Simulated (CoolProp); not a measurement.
Vapour-liquid equilibrium of cyclohexane (1) + n-heptane (2) at 500.7 K; x and y are mole fractions of (1).

Model: multi-fluid Helmholtz-energy mixture model, Zhou 2014 and Span 2003; pair parameters Bell 2016, in CoolProp.

| x | bubble pressure, mixture model (kPa) | bubble pressure, Raoult's law (kPa) | y, mixture model | y, Raoult's law |
|---|---|---|---|---|
| 0.05 | … | 1561 | 0.058 | 0.065 |
| 0.2 | … | 1635 | 0.227 | 0.249 |
| 0.35 | 1708 | 1710 | 0.388 | 0.416 |
| 0.5 | … | 1785 | 0.541 | 0.570 |
| 0.65 | 1860 | 1860 | 0.686 | 0.711 |
| 0.8 | 1935 | 1935 | 0.825 | 0.841 |
| 0.95 | 2010 | 2009 | 0.957 | 0.962 |

Q: What belongs in the gaps?

A: 
- 0.05, bubble pressure, mixture model (kPa): 1560
- 0.2, bubble pressure, mixture model (kPa): 1633
- 0.5, bubble pressure, mixture model (kPa): 1784

The largest gap from Raoult's law is -0.1 % in bubble pressure, at x = 0.2. No azeotrope shows between x = 0.05 and 0.95.

Pair parameters are fitted to limited data, so mixtures are less certain than the pure fluids.
